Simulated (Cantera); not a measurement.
An adiabatic, constant-pressure homogeneous reactor starts with H₂ : O₂ : N₂ = 1 : 0.649 : 2.44 (molar parts), equivalence ratio 0.77, at 1500 K and 825 Torr. Integrator tolerance rtol = 1e-08.

Detailed kinetics in Cantera: GRI-Mech 3.0 (53 species, 325 reactions).

Task: What does this change do: constant volume in place of constant pressure?

Result: 
```csv
quantity,before,after
time of steepest temperature rise,12.1 µs,12.0 µs
temperature at 0.300 s,2769 K,2914 K
equilibrium temperature,2769 K,2914 K
x(H₂) at 0.300 s,0.0223 (gas-phase equilibrium 0.0223),0.0276 (gas-phase equilibrium 0.0276)
x(O₂) at 0.300 s,0.0357 (gas-phase equilibrium 0.0357),0.0350 (gas-phase equilibrium 0.0350)
x(OH) at 0.300 s,0.0293 (gas-phase equilibrium 0.0293),0.0348 (gas-phase equilibrium 0.0348)
x(HO₂) at 0.300 s,1.10e-5 (gas-phase equilibrium 1.10e-5),1.63e-5 (gas-phase equilibrium 1.63e-5)
x(H) at 0.300 s,0.0105 (gas-phase equilibrium 0.0105),0.0144 (gas-phase equilibrium 0.0144)
```
